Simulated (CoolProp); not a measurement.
Aqueous propylene glycol as a coolant, at -10 °C, 1 atm.

The numbers come from the Melinder's fits for secondary coolants in CoolProp.

| mass % | freezing point (°C) | cp (kJ/(kg K)) | density (kg/m³) | Prandtl number | viscosity (mPa s) |
|---|---|---|---|---|---|
| 29.1 | -12.2 | 3.789 | 1033 | 104 | 11.7 |
| 35.1 | -16.4 | 3.694 | 1041 | 154 | 16.7 |
| 41.1 | -21.6 | 3.588 | 1048 | 225 | 23.7 |
| 47 | -28.2 | 3.475 | 1053 | 319 | 32.7 |
| 53 | -36.8 | 3.352 | 1058 | 441 | 44.1 |
